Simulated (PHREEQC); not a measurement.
Make-up at 55 °C: 0.24 mmol/kgw H2S and 3.8 mmol/kgw ZnCl2. Closed to the air; pH follows from the charge balance.

All values are PHREEQC results (ion-association model, phreeqc.dat), not measurements.

Precipitation was switched off in this run.

Q: Estimate the pH.

A: pH 3.68.

Q: In which forms is Zn present?

A: Zn+2 93 %, ZnCl+ 4.0 %, Zn(HS)2 3.1 % of the Zn.

Saturation is exceeded, for instance for Sphalerite (slow to form); the values hold only as long as no solid forms. Constants without temperature data keep their 25 °C values here.
